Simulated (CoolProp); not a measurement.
A single-stage vapour-compression cycle with C3F8 (R218): evaporating at 207.15 K (dew point), condensing at 276.15 K (bubble point), superheat 0 K, subcooling 2 K, compressor efficiency 0.8, no pressure losses. Each further row changes one setting.

The numbers come from the reference Helmholtz-energy equation of state, Lemmon 2006 in CoolProp. It is a short technical equation, of lower accuracy than the large ones.

```json
[
 {"case": "as stated", "cooling COP": "?", "pressure ratio": "21.1", "discharge temperature (K)": "276.2", "refrigerating effect (kJ/kg)": "48.8", "volumetric capacity (kJ/m³)": "117"},
 {"case": "evaporating temperature 212.15 K", "cooling COP": "1.59", "pressure ratio": "15.6", "discharge temperature (K)": "276.2", "refrigerating effect (kJ/kg)": "51.8", "volumetric capacity (kJ/m³)": "165"},
 {"case": "condensing temperature 271.15 K", "cooling COP": "1.59", "pressure ratio": "?", "discharge temperature (K)": "271.1", "refrigerating effect (kJ/kg)": "54.2", "volumetric capacity (kJ/m³)": "130"},
 {"case": "subcooling 7 K", "cooling COP": "1.51", "pressure ratio": "21.1", "discharge temperature (K)": "276.2", "refrigerating effect (kJ/kg)": "54.2", "volumetric capacity (kJ/m³)": "130"},
 {"case": "superheat 10 K", "cooling COP": "1.45", "pressure ratio": "21.1", "discharge temperature (K)": "279.8", "refrigerating effect (kJ/kg)": "?", "volumetric capacity (kJ/m³)": "126"},
 {"case": "compressor efficiency 0.7", "cooling COP": "1.19", "pressure ratio": "21.1", "discharge temperature (K)": "276.2", "refrigerating effect (kJ/kg)": "48.8", "volumetric capacity (kJ/m³)": "117"}
]
```

What belongs in the gaps?


- as stated, cooling COP: 1.36
- condensing temperature 271.15 K, pressure ratio: 18.0
- superheat 10 K, refrigerating effect (kJ/kg): 55.3

The compression ends wet for: as stated; evaporating temperature 212.15 K; condensing temperature 271.15 K; subcooling 7 K; compressor efficiency 0.7.
